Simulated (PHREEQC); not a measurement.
0.081 g of hydrous ferric oxide (600 m²/g; 0.2 weak and 0.005 strong sites per Fe, Dzombak-Morel constants, diffuse double layer) in 1 kg of water with 0.001 mol/kgw of an inert sodium salt and 0.0041 mmol/kgw Na2HAsO4, at 25 °C; the pH is set by adding NaOH or the inert anion's acid. O2 is buffered at 0.21 atm. CO2 from the air is kept out. No solid was allowed to form.

The series has 13 steps of pH, from 3 to 11.

Equilibrium calculation in PHREEQC: ion-association model, wateq4f.dat.

Task: Near which pH is half of the As sorbed, and on which side is more sorbed?

Result: Near pH 9.7, with more sorbed at lower pH.

The oxide is taken as insoluble; below pH 4 it would dissolve.
